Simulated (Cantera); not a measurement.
An adiabatic, constant-volume homogeneous reactor starts with CH4 : O2 : N2 = 1 : 1.67 : 6.27 (molar parts), equivalence ratio 1.2, at 1550 K and 5.00 bar. Integrator tolerance rtol = 1e-08.

Detailed kinetics in Cantera: GRI-Mech 3.0 (53 species, 325 reactions). Above 3000 K some thermodynamic fits are extrapolated.

```tsv
quantity	before	after
time of steepest temperature rise	0.209 ms	20.3 ms
temperature at 0.500 s	3098 K	2959 K
equilibrium temperature	3098 K	2959 K
x(CH4) at 0.500 s	<1e-12 (gas-phase equilibrium 1.07e-12)	1.00e-12 (gas-phase equilibrium 1.20e-12)
x(O2) at 0.500 s	0.00732 (gas-phase equilibrium 0.00732)	0.00393 (gas-phase equilibrium 0.00393)
x(HCO) at 0.500 s	5.92e-7 (gas-phase equilibrium 5.92e-7)	4.15e-7 (gas-phase equilibrium 4.15e-7)
x(O) at 0.500 s	0.00412 (gas-phase equilibrium 0.00412)	0.00168 (gas-phase equilibrium 0.00168)
x(C2H4) at 0.500 s	<1e-12 (gas-phase equilibrium <1e-12)	<1e-12 (gas-phase equilibrium <1e-12)
x(C2H6) at 0.500 s	<1e-12 (gas-phase equilibrium <1e-12)	<1e-12 (gas-phase equilibrium <1e-12)
x(NO) at 0.500 s	0.00912 (gas-phase equilibrium 0.00912)	0.00571 (gas-phase equilibrium 0.00571)
```

Which change was made?
(A) initial temperature 1550 to 1150 K
(B) initial temperature 1550 to 1700 K
(C) initial temperature 1550 to 1048 K
(D) initial temperature 1550 to 1500 K

A, initial temperature 1550 to 1150 K
